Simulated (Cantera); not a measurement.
What does this Cantera script print?

```python
import numpy as np
import cantera as ct

gas = ct.Solution("gri30.yaml")
gas.TPX = 950, 18000, {'H2': 1.1, 'O2': 1, 'N2': 8.6}
inlet = ct.Reservoir(gas, clone=True)

reactor = ct.IdealGasConstPressureReactor(gas, energy="off", clone=False)
exhaust = ct.Reservoir(gas, clone=True)
tau = [6.6, 2.3, 0.78, 0.27, 0.094, 0.032, 0.011, 0.0039, 0.0013, 0.00047, 0.00016][0]
for a, b in ((inlet, reactor), (reactor, exhaust)):
    ct.MassFlowController(a, b, mdot=lambda t: reactor.mass / tau)
net = ct.ReactorNet([reactor])
show = ['H2', 'O2', 'H2O2', 'NO2', 'H2O', 'H']

rows = []
print(f"{'tau/s':>10s}{'T/K':>9s}" + "".join(f"{s:>11s}" for s in show))
for tau in [6.6, 2.3, 0.78, 0.27, 0.094, 0.032, 0.011, 0.0039, 0.0013, 0.00047, 0.00016]:
    net.initial_time = 0.0
    net.advance(30 * tau)
    before = gas.X
    net.advance(40 * tau)
    drift = np.max(np.abs(gas.X - before) / (gas.X + 1e-9))
    rows.append([gas.T, *gas[show].X, drift])
    print(f"{tau:10.3e}{gas.T:9.1f}" + "".join(f"{x:11.3e}" for x in gas[show].X))
```

Output:

```
     tau/s      T/K         H2         O2       H2O2        NO2        H2O          H
 6.600e+00    950.0  4.263e-04  4.453e-02  6.038e-07  2.841e-10  1.079e-01  3.122e-06
 2.300e+00    950.0  7.586e-04  4.468e-02  6.581e-07  1.887e-10  1.076e-01  8.906e-06
 7.800e-01    950.0  1.344e-03  4.495e-02  6.550e-07  1.449e-10  1.069e-01  2.599e-05
 2.700e-01    950.0  2.325e-03  4.540e-02  6.371e-07  1.147e-10  1.058e-01  7.377e-05
 9.400e-02    950.0  3.982e-03  4.617e-02  6.332e-07  8.815e-11  1.040e-01  2.055e-04
 3.200e-02    950.0  6.868e-03  4.755e-02  6.443e-07  6.500e-11  1.007e-01  5.708e-04
 1.100e-02    950.0  1.175e-02  4.995e-02  6.518e-07  4.693e-11  9.493e-02  1.501e-03
 3.900e-03    950.0  1.970e-02  5.399e-02  6.357e-07  3.328e-11  8.527e-02  3.538e-03
 1.300e-03    950.0  3.366e-02  6.123e-02  5.744e-07  2.095e-11  6.817e-02  7.444e-03
 4.700e-04    950.0  5.440e-02  7.170e-02  4.501e-07  1.009e-11  4.426e-02  1.089e-02
 1.600e-04    950.0  8.900e-02  8.755e-02  1.559e-07  1.220e-12  1.116e-02  5.461e-03
```

Model: GRI-Mech 3.0 (53 species, 325 reactions), integrated in Cantera. The temperature is held fixed by assumption; the heat of reaction is taken as removed at once.
